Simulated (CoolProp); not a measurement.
Properties of ethylene along the isobar 0.429 MPa (Tc = 282.4 K, pc = 5.042 MPa, ω = 0.087).

Model: reference Helmholtz-energy equation of state, Smukala 2000, in CoolProp.

```json
[
 {"T (K)": "244", "phase": "gas", "cp (kJ/(kg K))": "1.450", "isothermal compressibility (1/MPa)": "2.449", "fugacity coefficient": "0.9555"},
 {"T (K)": "269.9", "phase": "gas", "cp (kJ/(kg K))": "1.497", "isothermal compressibility (1/MPa)": "2.414", "fugacity coefficient": "0.9672"},
 {"T (K)": "295.7", "phase": "gas", "cp (kJ/(kg K))": "1.564", "isothermal compressibility (1/MPa)": "2.392", "fugacity coefficient": "0.9752"},
 {"T (K)": "321.6", "phase": "gas", "cp (kJ/(kg K))": "1.643", "isothermal compressibility (1/MPa)": "2.377", "fugacity coefficient": "0.9810"},
 {"T (K)": "347.5", "phase": "gas", "cp (kJ/(kg K))": "1.728", "isothermal compressibility (1/MPa)": "2.367", "fugacity coefficient": "0.9852"},
 {"T (K)": "373.3", "phase": "gas", "cp (kJ/(kg K))": "1.816", "isothermal compressibility (1/MPa)": "2.359", "fugacity coefficient": "0.9883"},
 {"T (K)": "399.2", "phase": "gas", "cp (kJ/(kg K))": "1.904", "isothermal compressibility (1/MPa)": "2.353", "fugacity coefficient": "0.9908"},
 {"T (K)": "425.1", "phase": "gas", "cp (kJ/(kg K))": "1.992", "isothermal compressibility (1/MPa)": "2.348", "fugacity coefficient": "0.9927"}
]
```
